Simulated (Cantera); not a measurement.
A closed system holds: 1 mol MgO, 7.6 mol CO, held at 2052 °C and 110000 Pa.

Cantera equilibrium calculation (NASA polynomials, part measured and part estimated; ideal gas, pure solids and liquids). Candidate condensed phases: C, Mg, MgCO3, MgO; 15 gas species. Rates play no part.

Question: What is the equilibrium state?

Answer: 
* **x(CO)**: 0.978
* **x(Mg)**: 0.0112
* **x(CO2)**: 0.0112
* **x(MgO)**: 4.52e-6
* **n(MgO(s))**: 0.914 mol
* **gas amount**: 7.686 mol
* **log10 activity of C(graphite) (absent)**: -3.19
* **log10 activity of Mg(l) (absent)**: -3.85
